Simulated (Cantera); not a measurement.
An isothermal, constant-pressure homogeneous reactor starts with CH₄ : H₂O : H₂ = 1 : 0.91 : 0.13 (molar parts), at 2150 K and 9.87 atm.

Model: GRI-Mech 3.0 (53 species, 325 reactions), integrated in Cantera.

x: mole fraction; the columns are a selection and need not sum to one.

| t (s) | x CH₄ | x H₂O | x H₂ | x CO₂ | x CH₂CO | x H |
|---|---|---|---|---|---|---|
| 5.00e-5 | 0.0668 | 0.297 | 0.486 | 0.000820 | ___ | 0.000918 |
| 0.000168 | 0.0317 | 0.250 | 0.548 | 0.00291 | ___ | 0.00101 |
| 0.000561 | 0.0220 | 0.179 | 0.609 | 0.00500 | ___ | 0.00107 |
| 0.00188 | 0.0149 | 0.0964 | 0.675 | 0.00426 | ___ | 0.00111 |
| 0.00630 | 0.00867 | 0.0369 | 0.724 | 0.00201 | ___ | 0.00115 |
| 0.0211 | 0.00527 | 0.00856 | 0.747 | 0.000503 | ___ | 0.00116 |
| 0.0707 | 0.00421 | 0.000510 | 0.754 | 3.06e-5 | 9.34e-7 | 0.00117 |
| 0.237 | 0.00415 | 4.54e-5 | 0.754 | 2.73e-6 | 9.01e-7 | 0.00117 |
| 0.794 | 0.00415 | 4.54e-5 | 0.754 | 2.72e-6 | 9.01e-7 | 0.00117 |
| 2.66 | 0.00415 | 4.54e-5 | 0.754 | 2.72e-6 | 9.01e-7 | 0.00117 |
| 8.91 | 0.00415 | 4.54e-5 | 0.754 | 2.72e-6 | 9.01e-7 | 0.00117 |
| 29.8 | 0.00415 | 4.54e-5 | 0.754 | 2.72e-6 | 9.01e-7 | 0.00117 |
| 100 | 0.00415 | 4.54e-5 | 0.754 | 2.72e-6 | 9.01e-7 | 0.00117 |

### Question
Fill in the missing entries.

### Answer

- 5.00e-5, x CH₂CO: 0.000158
- 0.000168, x CH₂CO: 0.000129
- 0.000561, x CH₂CO: 7.14e-5
- 0.00188, x CH₂CO: 2.47e-5
- 0.00630, x CH₂CO: 5.96e-6
- 0.0211, x CH₂CO: 1.62e-6
